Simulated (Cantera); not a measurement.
Input: 1 mol Zr, 0.014 mol H2O, equilibrated at 1 atm.

Cantera equilibrium calculation (NASA polynomials, part measured and part estimated; ideal gas, pure solids and liquids). Candidate condensed phases: H2O, Zr, ZrO2; 12 gas species. Mutual solubility and eutectic melting of coexisting phases are not modelled. Condensed phases not in the tables: N, O or C dissolved in the metal. The numbers say what is thermodynamically allowed, not how fast it happens. All values below are at 1400 °C.

Base state: H2 1.000, H 0.000113 (mole fractions); condensed: Zr(β) + ZrO2(tetragonal).

Q: What changes in the equilibrium state with this change: Zr replaced by Cr?

A: 
```csv
species,before,after
H2,1.000,0.996
H2O,3.56e-8,0.00345
H,0.000113,0.000113
Cr,0,1.33e-5
"Zr(β), mol",0.993,0
"ZrO2(tetragonal), mol",0.00700,0
"Cr(s), mol",0,0.991
"Cr2O3(s), mol",0,0.00465
```
Further candidate phases: Cr, Cr2O3.
